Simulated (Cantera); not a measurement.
Equilibrium for silicon etching in halogen gases: Si + F2

A closed system holds: 1 mol Si, 5.4 mol F2, at 3.90 Pa.

These are equilibrium values from Cantera (NASA tables, ideal gas, pure condensed phases), not measurements of a reactor. Candidate condensed phases: Si; 9 gas species. Kinetics and transport are ignored.

From 225 °C to 1425 °C nothing is condensed. The main Si-bearing gas is SiF4 throughout.

```csv
T (°C),x F,x F2,x SiF4,x SiF3
225,0.000716,0.772,0.227,<1e-12
325,0.0185,0.756,0.225,<1e-12
425,0.174,0.618,0.207,<1e-12
525,0.615,0.227,0.157,<1e-12
625,0.841,0.0271,0.132,<1e-12
725,0.868,0.00318,0.129,<1e-12
825,0.871,0.000523,0.128,<1e-12
925,0.872,0.000115,0.128,<1e-12
1025,0.872,3.19e-5,0.128,<1e-12
1125,0.872,1.06e-5,0.128,1.67e-11
1225,0.872,4.06e-6,0.128,5.52e-10
1325,0.872,1.75e-6,0.128,1.18e-8
1425,0.872,8.34e-7,0.128,1.75e-7
```
x: gas mole fraction; nothing condenses.
